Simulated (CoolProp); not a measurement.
Vapour-liquid equilibrium of n-pentane (1) + acetone (2) at 413.2 K; x and y are mole fractions of (1).

The numbers come from the multi-fluid Helmholtz-energy mixture model, Thol 2019 and Lemmon 2006; pair parameters Bell 2016 in CoolProp.

### Question
Give the bubble pressure and the first vapour's composition at x = 0.25, 0.55, 0.65. Is there an azeotrope?

### Answer
x = 0.25: 13.23 bar, y = 0.392; x = 0.55: 14.92 bar, y = 0.595; x = 0.65: 15.07 bar, y = 0.658. y crosses x between x = 0.65 and 0.75: the model has an azeotrope there.

The pair parameters rest on a limited set of measurements; away from them the model extrapolates.
